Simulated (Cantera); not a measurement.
## Carbon deposition, reforming and gasification: CH3OH + CO2 + N2

A closed system holds: 1 mol CH3OH, 3.7 mol CO2, 35 mol N2, equilibrated at 23.0 Pa.

Cantera equilibrium calculation (NASA polynomials, part measured and part estimated; ideal gas, pure solids and liquids). Candidate condensed phases: C, C6H6, C7H8, C8H18, H2O; 136 gas species. Rates play no part.

| T (K) | x N2 | x CO | x CO2 | x H | x H2O | x O | x H2 | x O2 |
|---|---|---|---|---|---|---|---|---|
| 1725 | 0.839 | 0.0599 | 0.0527 | 0.00131 | 0.0356 | 2.03e-5 | 0.0115 | 2.81e-5 |
| 1775 | 0.838 | 0.0603 | 0.0523 | 0.00201 | 0.0356 | 5.71e-5 | 0.0111 | 8.18e-5 |
| 1825 | 0.837 | 0.0608 | 0.0517 | 0.00299 | 0.0354 | 0.000151 | 0.0106 | 0.000222 |
| 1875 | 0.836 | 0.0616 | 0.0507 | 0.00438 | 0.0348 | 0.000373 | 0.0103 | 0.000554 |
| 1925 | 0.834 | 0.0630 | 0.0490 | 0.00632 | 0.0335 | 0.000856 | 0.0100 | 0.00125 |
| 1975 | 0.830 | 0.0655 | 0.0460 | 0.00903 | 0.0316 | 0.00180 | 0.0100 | 0.00246 |
| 2025 | 0.825 | 0.0691 | 0.0417 | 0.0128 | 0.0287 | 0.00345 | 0.0102 | 0.00419 |
| 2075 | 0.818 | 0.0735 | 0.0364 | 0.0179 | 0.0250 | 0.00607 | 0.0104 | 0.00625 |
| 2125 | 0.809 | 0.0783 | 0.0306 | 0.0245 | 0.0206 | 0.00990 | 0.0105 | 0.00826 |
| 2175 | 0.799 | 0.0829 | 0.0247 | 0.0326 | 0.0158 | 0.0151 | 0.0102 | 0.00986 |
| 2225 | 0.789 | 0.0870 | 0.0191 | 0.0417 | 0.0112 | 0.0216 | 0.00953 | 0.0107 |
| 2275 | 0.778 | 0.0905 | 0.0143 | 0.0510 | 0.00726 | 0.0292 | 0.00832 | 0.0107 |
x: gas mole fraction; nothing condenses.

From 1725 K to 2275 K nothing is condensed. The main C-bearing gas is CO throughout.
